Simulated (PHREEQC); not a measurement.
## Copper plating or etch bath: an equilibrium model

Make-up at 72 °C: 0.073 mol Cu(NO3)2, 0.0027 mol HNO3 and 0.0001 mol Na2SO4 per kg of water. Closed to the air; pH follows from the charge balance.

All values are PHREEQC results (ion-association model, phreeqc.dat), not measurements.

```json
{
  "pH": "2.68",
  "ionic_strength": "0.222 mol/kgw",
  "specific_conductance": "30600 µS/cm",
  "density": "0.987 g/cm³",
  "total_alkalinity": "-2.70 meq/kg"
}
```

```json
[
 {"species": "NO3-", "molality": "0.149", "activity": "0.0985", "log γ": "-0.179"},
 {"species": "Cu+2", "molality": "0.0730", "activity": "0.0210", "log γ": "-0.541"},
 {"species": "H+", "molality": "0.00269", "activity": "0.00210", "log γ": "-0.109"},
 {"species": "Na+", "molality": "0.000200", "activity": "0.000144", "log γ": "-0.142"},
 {"species": "CuSO4", "molality": "5.24e-5", "activity": "5.52e-5", "log γ": "0.022"},
 {"species": "SO4-2", "molality": "3.86e-5", "activity": "9.73e-6", "log γ": "-0.598"},
 {"species": "HSO4-", "molality": "8.99e-6", "activity": "6.48e-6", "log γ": "-0.142"},
 {"species": "Cu2(OH)2+2", "molality": "9.07e-7", "activity": "2.45e-7", "log γ": "-0.569"}
]
```

Precipitation was switched off in this run. At this temperature some constants are extrapolated from 25 °C, and those without enthalpy data are left unchanged.
